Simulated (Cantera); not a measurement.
Charge: 1 mol Pb, 2.2 mol O2, 3.9 mol N2, held at 91.0 Pa.

Cantera equilibrium calculation (NASA polynomials, part measured and part estimated; ideal gas, pure solids and liquids). Candidate condensed phases: Pb, PbO, PbO2, Pb3O4; 12 gas species. Gases not in the tables: (PbO)n polymers. Equilibrium is a limit: real reactors are often held back by kinetics, nucleation or transport.

Which condensed phases are stable at each of these points (T (K)): 500, 600, 700, 800, 900, 1000, 1100, 1200, 1300?


| T (K) | condensed phases | Pb condensed (%) |
|---|---|---|
| 500 | PbO(red) | 100.0 |
| 600 | PbO(red) | 100.0 |
| 700 | PbO(red) | 100.0 |
| 800 | PbO(yellow) | 100.0 |
| 900 | PbO(yellow) | 100.0 |
| 1000 | PbO(yellow) | 99.8 |
| 1100 | PbO(yellow) | 96.1 |
| 1200 | PbO(l) | 53.4 |
| 1300 | gas only | 0.0 |

From 500 K to 700 K the condensed part is PbO(red). From 800 K to 1100 K the condensed part is PbO(yellow). At 1200 K the condensed part is PbO(l). At 1300 K nothing is condensed.
